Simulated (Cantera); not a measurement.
Feed: 1 mol NiS, 0.93 mol H2, equilibrated at 1375 °C.

Method: chemical equilibrium by Gibbs-energy minimisation in Cantera with the NASA 1993 tables (ideal gas, pure condensed phases). Candidate condensed phases: Ni, NiS, NiS2, Ni3S2, Ni3S4, S; 9 gas species. Rates play no part.

x: gas mole fraction; n: condensed amount in mol.

| P (Pa) | x H2 | x H2S | x S2 | x SH | x S | x Ni | n Ni(s) | n Ni3S2(l) |
|---|---|---|---|---|---|---|---|---|
| 10 | 0.622 | 0.00671 | 0.326 | 0.0124 | 0.0111 | 0.0106 | 0.978 | 0 |
| 52 | 0.828 | 0.0133 | 0.139 | 0.00939 | 0.00319 | 0.00189 | 0 | 0.332 |
| 270 | 0.824 | 0.0296 | 0.134 | 0.00918 | 0.00137 | 0.000214 | 0 | 0.333 |
| 1400 | 0.807 | 0.0627 | 0.121 | 0.00863 | 0.000572 | 2.46e-5 | 0 | 0.333 |
| 7200 | 0.774 | [?] | [?] | [?] | [?] | [?] | 0 | 0.333 |
| 37000 | 0.726 | [?] | [?] | [?] | [?] | [?] | 0 | 0.333 |
| 190000 | 0.679 | 0.290 | 0.0270 | 0.00374 | 2.32e-5 | 5.82e-8 | 0 | 0.333 |
| 1000000 | 0.652 | 0.338 | 0.00753 | 0.00194 | 5.35e-6 | 9.73e-9 | 0 | 0.333 |

Task: Some entries are withheld; supply them.

Result: 
- 37000, x H2S: 0.207
- 37000, x S2: 0.0613
- 37000, x SH: 0.00583
- 37000, x S: 7.93e-5
- 37000, x Ni: 3.92e-7
- 7200, x H2S: 0.122
- 7200, x S2: 0.0964
- 7200, x SH: 0.00755
- 7200, x S: 0.000225
- 7200, x Ni: 2.99e-6
